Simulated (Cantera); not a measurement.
Input: 1 mol TiO₂, 0.24 mol Cl₂, 1 mol H₂, equilibrated at 1048.15 K and 1 atm.

These are equilibrium values from Cantera (NASA tables, ideal gas, pure condensed phases), not measurements of a reactor. Candidate condensed phases: H₂O, Ti, TiCl₂, TiCl₃, TiCl₄, TiO, TiO₂, Ti₂O₃, Ti₃O₅, Ti₄O₇; 23 gas species. Condensed phases not in the tables: TiOCl. Kinetics and transport are ignored.

Task: What is the equilibrium state?

Result: 
- x(H₂) = 0.613
- x(HCl) = 0.384
- x(H₂O) = 0.00157
- x(TiCl₄) = 0.000778
- x(TiCl₃) = 6.47e-6
- n(TiO₂(rutile)) = 0.999 mol
- gas amount = 1.239 mol
- log10 activity of Ti₄O₇(s) (absent) = -1.22
- log10 activity of Ti₃O₅(s) (absent) = -1.46
- log10 activity of Ti₂O₃(s) (absent) = -1.84
